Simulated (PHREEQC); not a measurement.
A PHREEQC input (ion-association model, phreeqc.dat):

```
SOLUTION 1
  temp 25
  units M
  pH 7.35
  pe 8.6
  Na 615
  K 37.7
  Ca 275
  Mg 50.9
  Cl 984
  S(6) 635 as SO4
  Alkalinity 387 as HCO3
  Cd 26.9
  F 0.159
END
USE solution 1
EQUILIBRIUM_PHASES 1
  Fluorite 0 0
  CO2(g) -2 10
END
```

It stops with these messages:

```
ERROR: Calculations terminating due to input errors.
```

The fault: a unit that the program doesn't know. The line should read `units mg/kgw` where the input has `units M`. With the mend the run ends at pH 7.51 and ionic strength 0.0553 mol/kgw.
